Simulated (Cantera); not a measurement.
Charge: 1 mol SiO2, 0.52 mol CH4, 0.11 mol CO, held at 75.0 Torr.

Cantera equilibrium calculation (NASA polynomials, part measured and part estimated; ideal gas, pure solids and liquids). Candidate condensed phases: C, C6H6, C7H8, C8H18, H2O, Si, SiC, SiO2; 123 gas species. Mutual solubility and eutectic melting of coexisting phases are not modelled. The tables hold silica as quartz up to 1696 K and as liquid above; real silica turns to tridymite and cristobalite and melts near 1996 K. The numbers say what is thermodynamically allowed, not how fast it happens.

Which condensed phases are stable at each of these points (T (°C)): 902, 1002, 1102, 1202, 1302, 1402, 1502, 1602, 1702, 1802, 1902, 2002, 2102?


| T (°C) | condensed phases | Si condensed (%) |
|---|---|---|
| 902 | C(graphite) + SiO2(β-quartz) | 100.0 |
| 1002 | C(graphite) + SiO2(β-quartz) | 100.0 |
| 1102 | C(graphite) + SiO2(β-quartz) | 100.0 |
| 1202 | C(graphite) + SiC(s) + SiO2(β-quartz) | 100.0 |
| 1302 | SiC(s) + SiO2(β-quartz) | 99.6 |
| 1402 | SiC(s) + SiO2(β-quartz) | 96.7 |
| 1502 | SiC(s) + SiO2(condensed) | 73.3 |
| 1602 | SiO2(condensed) | 48.0 |
| 1702 | SiO2(condensed) | 47.8 |
| 1802 | SiO2(l) | 46.9 |
| 1902 | SiO2(l) | 44.1 |
| 2002 | SiO2(l) | 36.4 |
| 2102 | SiO2(l) | 21.2 |

From 902 °C to 1102 °C the condensed part is C(graphite) + SiO2(β-quartz). At 1202 °C the condensed part is C(graphite) + SiC(s) + SiO2(β-quartz). From 1302 °C to 1402 °C the condensed part is SiC(s) + SiO2(β-quartz). At 1502 °C the condensed part is SiC(s) + SiO2(condensed). From 1602 °C to 1702 °C the condensed part is SiO2(condensed). From 1802 °C to 2102 °C the condensed part is SiO2(l).
